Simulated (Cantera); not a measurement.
Input (Python, Cantera) and output of one run.

```python
import numpy as np
import cantera as ct

gas_names = """
    H HO2 H2 H2O H2O2 H2S H2SO4 Mg MgH MgO MgOH MgO2H2 MgS Mg2 O OH O2 O3 S SH SO SO2 SO3 S2 S2O S8
""".split()
cond_names = """
    H2O(s) H2O(L) H2SO4(L) Mg(cr) Mg(L) MgO(s) MgO(L) MgO2H2(s) MgS(s) MgSO4(s) MgSO4(L) S(cr1) S(cr2)
    S(L)
""".split()


# ... load() reads the species with a 1 bar reference pressure and builds the phases ...
atoms = {
    'MgO': {'Mg': 1, 'O': 1},
    'SO3': {'S': 1, 'O': 3},
    'H2O': {'H': 2, 'O': 1},
}
top_T = {'MgS(s)': 2250}  # K; cautious upper limits of use, not melting points


# ... equilibrate(T, P, feed) seeds the gas with the atoms and calls Mixture.equilibrate('TP', solver="vcs", rtol=1e-11, max_steps=5000) ...
results = []
feed = {'MgO': 1, 'SO3': 0.31, 'H2O': 1.7}  # mol
P = 1000  # Pa
for T in [1248, 1323, 1398, 1473, 1548, 1623, 1698, 1773, 1848, 1923]:
    mix = equilibrate(T, P, feed)
    results.append((T, P, feed, dict(zip(mix.species_names, mix.species_moles))))

top = {s: max(r[3][s] / sum(r[3][g] for g in gas_names) for r in results) for s in gas_names}
cols = sorted((s for s in top if top[s] > 1e-05), key=lambda s: -top[s])[:7]
seen = [c for c in cond_names if any(r[3].get(c, 0) > 1e-12 for r in results)]
print("log10 of partial pressures in bar; condensed amounts in mol")
print(f"{'T/K':>10s}" + "".join(f"{s[:9]:>10s}" for s in cols + seen))
for T, P, feed, n in results:
    ng = sum(n[g] for g in gas_names)
    print(f"{T:10.4g}" + "".join(f"{np.log10(max(n[s] / ng * P / 1e5, 1e-99)):10.3f}" for s in cols)
          + "".join(f"{n.get(c, 0):10.4g}" for c in seen))
```

Output:

```
log10 of partial pressures in bar; condensed amounts in mol
       T/K       H2O       SO2        O2        OH        H2         O       SO3    MgO(s)
      1248    -2.105    -2.846    -3.147    -6.421    -8.010    -8.750    -5.171         1
      1323    -2.105    -2.845    -3.146    -6.035    -7.419    -8.148    -5.399         1
      1398    -2.105    -2.845    -3.146    -5.690    -6.890    -7.611    -5.602         1
      1473    -2.105    -2.845    -3.146    -5.380    -6.415    -7.127    -5.784         1
      1548    -2.105    -2.845    -3.146    -5.101    -5.985    -6.691    -5.948         1
      1623    -2.106    -2.845    -3.147    -4.847    -5.595    -6.294    -6.097         1
      1698    -2.106    -2.845    -3.148    -4.616    -5.239    -5.933    -6.232         1
      1773    -2.108    -2.845    -3.149    -4.405    -4.913    -5.602    -6.356         1
      1848    -2.110    -2.846    -3.149    -4.211    -4.614    -5.297    -6.470         1
      1923    -2.113    -2.848    -3.149    -4.033    -4.341    -5.016    -6.575         1
```

These are equilibrium values from Cantera (NASA tables, ideal gas, pure condensed phases), not measurements of a reactor.
